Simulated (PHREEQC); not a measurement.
Solution (62 °C): 0.034 mol/kgw NaCl. Closed to the air; pH follows from the charge balance.

Model: Pitzer model, pitzer.dat, run in PHREEQC.

Precipitation was switched off in this run.

Problem. Predict the specific conductance.

Solution. specific conductance 7430 µS/cm.

Complexes and solids missing from the database can't appear. Constants without temperature data keep their 25 °C values here.
